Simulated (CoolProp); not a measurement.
The numbers come from the reference Helmholtz-energy equation of state, Lemmon 2006 in CoolProp. It is a short technical equation, of lower accuracy than the large ones.

For toluene, give the phase and the Z, cp (kJ/(kg K)), cv (kJ/(kg K)), isothermal compressibility (1/MPa) at 170.35 °C and 10300 kPa; 170.35 °C and 14700 kPa.


- 170.35 °C and 10300 kPa: liquid; Z 0.351, cp 2.19, cv 1.72, isothermal compressibility 0.00249
- 170.35 °C and 14700 kPa: liquid; Z 0.495, cp 2.17, cv 1.72, isothermal compressibility 0.00224
